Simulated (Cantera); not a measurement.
Mixture: 8.05 % CO, 6.28 % H2, 10.9 % O2, 74.8 % N2, equivalence ratio 0.66, at 10.0 bar, adiabatic and at constant volume. Ignition delay is the time to a rise of 400 K.

Detailed kinetics in Cantera: GRI-Mech 3.0 (53 species, 325 reactions). The hydrogen kinetics of GRI-Mech 3.0 are dated; newer H2 mechanisms differ, most at raised pressure. Below about 950 K walls govern HO2 and H2O2 in real vessels.

Task: Predict: delay at 925 K; delay at 975 K; delay at 1025 K; delay at 1075 K; delay at 1125 K; delay at 1175 K; delay at 1225 K; apparent activation energy between 1125 and 1225 K.

Result: 
- delay at 925 K = 53.8 ms
- delay at 975 K = 14.4 ms
- delay at 1025 K = 4.15 ms
- delay at 1075 K = 1.24 ms
- delay at 1125 K = 0.361 ms
- delay at 1175 K = 94.8 µs
- delay at 1225 K = 27.8 µs
- apparent activation energy between 1125 and 1225 K = 290 kJ/mol
